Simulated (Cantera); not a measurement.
Input (Python, Cantera):

```python
import numpy as np
import cantera as ct

surf = ct.Interface("diamond.yaml", "diamond_100")
gas, bulk = surf.adjacent["gas"], surf.adjacent["diamond"]
k = surf.kinetics_species_index(bulk.species_names[0])
cover = ["c6HH", "c6H*", "c6*H", "c6**", "c6HM", "c6B"]

rows, drift = [], 0.0
print(f"{'P':>10s}{'um/h':>11s}" + "".join(f"{s:>11s}" for s in cover))
for v in [330, 630, 1200, 2300, 4400, 8500, 16000, 32000]:
    T, P, xH, xCH3 = 1373, v, 0.00071, 1.5e-05
    gas.TPX = T, P, {"H": xH, "CH3": xCH3, "CH4": 0.002, "H2": 1 - xH - xCH3 - 0.002}
    surf.TP = bulk.TP = T, P
    surf.coverages = "c6H*:0.1, c6HH:0.9"
    surf.advance_coverages(100.0)
    before = surf.coverages
    surf.advance_coverages(100.0)
    drift = max(drift, np.max(np.abs(surf.coverages - before) / (surf.coverages + 1e-9)))
    rate = surf.net_production_rates[k] * bulk.mean_molecular_weight / bulk.density * 3.6e9
    rows.append([rate, *surf[cover].coverages])
    print(f"{v:10.4g}{rate:11.4e}" + "".join(f"{x:11.3e}" for x in rows[-1][1:]))
```

Output:

```
         P       um/h       c6HH       c6H*       c6*H       c6**       c6HM        c6B
       330 2.7849e-04  4.332e-01  5.137e-02  4.892e-01  2.626e-02  3.489e-07  7.557e-13
       630 9.6071e-04  4.349e-01  5.122e-02  4.877e-01  2.611e-02  6.749e-07  2.607e-12
      1200 3.1858e-03  4.358e-01  5.114e-02  4.870e-01  2.602e-02  1.317e-06  8.645e-12
      2300 1.0082e-02  4.363e-01  5.109e-02  4.866e-01  2.598e-02  2.620e-06  2.736e-11
      4400 2.9332e-02  4.366e-01  5.107e-02  4.863e-01  2.594e-02  5.246e-06  7.959e-11
      8500 7.9029e-02  4.367e-01  5.106e-02  4.862e-01  2.592e-02  1.061e-05  2.145e-10
   1.6e+04 1.8977e-01  4.367e-01  5.107e-02  4.861e-01  2.591e-02  2.067e-05  5.149e-10
   3.2e+04 4.7254e-01  4.368e-01  5.108e-02  4.860e-01  2.590e-02  4.220e-05  1.282e-09
```

Detailed kinetics in Cantera: the Harris–Goodwin 1993 mechanism for the reconstructed diamond (100) surface.
